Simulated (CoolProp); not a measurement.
Vapour-liquid equilibrium of propane (1) + R152A (2) at 1420 kPa; x and y are mole fractions of (1).

Model: multi-fluid Helmholtz-energy mixture model, Lemmon 2009 and Outcalt 1996; pair parameters Bell 2016, in CoolProp.

Problem. Give the bubble temperature and the first vapour's composition at x = 0.5, 0.65, 0.8. Is there an azeotrope?

Solution. x = 0.5: 310.6 K, y = 0.585; x = 0.65: 309.6 K, y = 0.668; x = 0.8: 310.0 K, y = 0.767. y crosses x between x = 0.65 and 0.8: the model has an azeotrope there.

Pair parameters are fitted to limited data, so mixtures are less certain than the pure fluids.
